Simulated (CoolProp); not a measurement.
Computed with CoolProp (reference Helmholtz-energy equation of state, Gao 2020).

### Question
Give the vapour pressure (kPa), liquid density (kg/m³), vapour Z of saturated ammonia at 243.7, 281.4 K.

### Answer
| T (K) | p (kPa) | liquid density (kg/m³) | vapour Z |
|---|---|---|---|
| 243.7 | 123 | 677 | 0.969 |
| 281.4 | 579 | 627 | 0.917 |
